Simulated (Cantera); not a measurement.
What does this Cantera script print?

```python
import numpy as np
import cantera as ct

surf = ct.Interface("diamond.yaml", "diamond_100")
gas, bulk = surf.adjacent["gas"], surf.adjacent["diamond"]
k = surf.kinetics_species_index(bulk.species_names[0])
cover = ["c6HH", "c6H*", "c6*H", "c6**", "c6HM", "c6B"]

rows, drift = [], 0.0
print(f"{'T':>10s}{'um/h':>11s}" + "".join(f"{s:>11s}" for s in cover))
for v in [900, 975, 1050, 1125, 1200, 1275, 1350]:
    T, P, xH, xCH3 = v, 7100, 0.00026, 0.0017
    gas.TPX = T, P, {"H": xH, "CH3": xCH3, "CH4": 0.0053, "H2": 1 - xH - xCH3 - 0.0053}
    surf.TP = bulk.TP = T, P
    surf.coverages = "c6H*:0.1, c6HH:0.9"
    surf.advance_coverages(100.0)
    before = surf.coverages
    surf.advance_coverages(100.0)
    drift = max(drift, np.max(np.abs(surf.coverages - before) / (surf.coverages + 1e-9)))
    rate = surf.net_production_rates[k] * bulk.mean_molecular_weight / bulk.density * 3.6e9
    rows.append([rate, *surf[cover].coverages])
    print(f"{v:10.4g}{rate:11.4e}" + "".join(f"{x:11.3e}" for x in rows[-1][1:]))
```

It prints:

```
         T       um/h       c6HH       c6H*       c6*H       c6**       c6HM        c6B
       900 4.5759e+00  1.193e-01  1.606e-03  4.498e-02  2.460e-04  6.711e-01  1.242e-08
       975 8.0119e+00  1.633e-01  3.692e-03  8.126e-02  6.509e-04  5.629e-01  2.174e-08
      1050 9.9294e+00  2.819e-01  1.005e-02  1.799e-01  1.964e-03  3.639e-01  2.694e-08
      1125 6.6930e+00  4.382e-01  2.212e-02  3.311e-01  4.600e-03  1.244e-01  1.816e-08
      1200 3.8370e+00  4.984e-01  3.144e-02  4.025e-01  6.727e-03  2.659e-02  1.041e-08
      1275 2.9413e+00  5.169e-01  3.697e-02  4.122e-01  8.156e-03  5.303e-03  7.981e-09
      1350 1.8867e+00  5.379e-01  4.061e-02  4.004e-01  9.516e-03  1.119e-03  5.120e-09
```

Computed with Cantera and the Harris–Goodwin 1993 mechanism for the reconstructed diamond (100) surface.
